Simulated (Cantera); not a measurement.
Cantera run, input and output.

```python
import numpy as np
import cantera as ct

gas = ct.Solution("gri30.yaml")
gas.TPX = 1725, 100000, {'C3H8': 1, 'H2': 39}
reactor = ct.IdealGasConstPressureReactor(gas, energy="off", clone=False)
net = ct.ReactorNet([reactor])
net.rtol, net.atol = 1e-08, 1e-18
show = ['C3H8', 'H2', 'CH2', 'C2H6', 'C2H2', 'CH3']
times = np.geomspace(1e-05, 20, 13)

steps = ct.SolutionArray(gas, extra=["t"])
rows = []
print(f"{'t/s':>10s}{'T/K':>9s}{'P/Pa':>11s}" + "".join(f"{s:>11s}" for s in show))
for t in times:
    while net.time < t:
        t_next = net.step()
        steps.append(gas.state, t=t_next)
    rows.append([np.interp(t, steps.t, y) for y in (steps.T, steps.P, *steps(*show).X.T)])
    print(f"{t:10.3e}{rows[-1][0]:9.1f}{rows[-1][1]:11.4g}" + "".join(f"{x:11.3e}" for x in rows[-1][2:]))
rate = np.gradient(steps.T, steps.t)
print("integrator steps:", len(steps.t))
if steps.T.max() > steps.T[0] + 200:
    print(f"time of steepest temperature rise: {steps.t[rate.argmax()]:.4e} s")
gas.TPX = 1725, 100000, {'C3H8': 1, 'H2': 39}
gas.equilibrate("TP")
print(f"equilibrium (TP): T = {gas.T:.1f} K  " + "  ".join(f"{s} {gas[s].X[0]:.3e}" for s in show))
```

Result:

```
       t/s      T/K       P/Pa       C3H8         H2        CH2       C2H6       C2H2        CH3
 1.000e-05   1725.0      1e+05  5.946e-04  9.479e-01  2.752e-06  3.502e-04  3.064e-03  1.466e-03
 3.350e-05   1725.0      1e+05  1.273e-06  9.486e-01  3.006e-07  5.704e-05  8.164e-03  4.142e-04
 1.122e-04   1725.0      1e+05  1.542e-08  9.492e-01  4.523e-08  1.754e-05  1.217e-02  1.556e-04
 3.761e-04   1725.0      1e+05  4.906e-09  9.495e-01  2.065e-08  7.704e-06  1.645e-02  1.052e-04
 1.260e-03   1725.0      1e+05  1.539e-09  9.497e-01  2.060e-08  4.468e-06  2.030e-02  1.067e-04
 4.221e-03   1725.0      1e+05  1.054e-09  9.499e-01  2.050e-08  3.960e-06  2.101e-02  1.060e-04
 1.414e-02   1725.0      1e+05  9.950e-10  9.506e-01  1.970e-08  3.694e-06  2.158e-02  1.014e-04
 4.738e-02   1725.0      1e+05  8.544e-10  9.523e-01  1.759e-08  3.071e-06  2.303e-02  8.973e-05
 1.587e-01   1725.0      1e+05  6.575e-10  9.550e-01  1.419e-08  2.250e-06  2.532e-02  7.109e-05
 5.318e-01   1725.0      1e+05  5.642e-10  9.564e-01  1.238e-08  1.906e-06  2.650e-02  6.135e-05
 1.782e+00   1725.0      1e+05  5.604e-10  9.565e-01  1.230e-08  1.893e-06  2.655e-02  6.093e-05
 5.970e+00   1725.0      1e+05  5.604e-10  9.565e-01  1.230e-08  1.893e-06  2.655e-02  6.093e-05
 2.000e+01   1725.0      1e+05  5.604e-10  9.565e-01  1.230e-08  1.893e-06  2.655e-02  6.093e-05
integrator steps: 1101
equilibrium (TP): T = 1725.0 K  C3H8 5.604e-10  H2 9.565e-01  CH2 1.230e-08  C2H6 1.893e-06  C2H2 2.655e-02  CH3 6.093e-05
```

Computed with Cantera and GRI-Mech 3.0 (53 species, 325 reactions). GRI-Mech 3.0 was tuned for natural gas; its chemistry of propane as a main component is partial and can be far from experiment. GRI-Mech 3.0 stops at C3 and has no aromatics, soot or wall deposition, so with more carbon than oxygen in the feed, carbon stays in small species such as C2H2 where larger ones or solid carbon would form.
